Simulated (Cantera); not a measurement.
Input: 1 mol C₂F₆, 0.04 mol H₂, held at 0.600 Torr.

Equilibrium computed with Cantera from the NASA thermochemical tables; the gas is ideal and each condensed phase is pure. Candidate condensed phases: C, C₆H₆, C₇H₈, C₈H₁₈; 95 gas species. The feed counts by its element totals alone. Gases not in the tables: C₂F₆ and larger saturated fluorocarbons. Equilibrium is a limit: real reactors are often held back by kinetics, nucleation or transport.

Problem. Which condensed phases are stable at each of these points (T (K)): 2098, 2298, 2498, 2698, 2898, 3098, 3298?

Solution. 
```json
[
 {"T (K)": "2098", "condensed phases": "C(graphite)", "C condensed (%)": "11.3"},
 {"T (K)": "2298", "condensed phases": "C(graphite)", "C condensed (%)": "40.5"},
 {"T (K)": "2498", "condensed phases": "C(graphite)", "C condensed (%)": "71.1"},
 {"T (K)": "2698", "condensed phases": "C(graphite)", "C condensed (%)": "67.5"},
 {"T (K)": "2898", "condensed phases": "gas only", "C condensed (%)": "0.0"},
 {"T (K)": "3098", "condensed phases": "gas only", "C condensed (%)": "0.0"},
 {"T (K)": "3298", "condensed phases": "gas only", "C condensed (%)": "0.0"}
]
```

From 2098 K to 2698 K the condensed part is C(graphite). From 2898 K to 3298 K nothing is condensed.
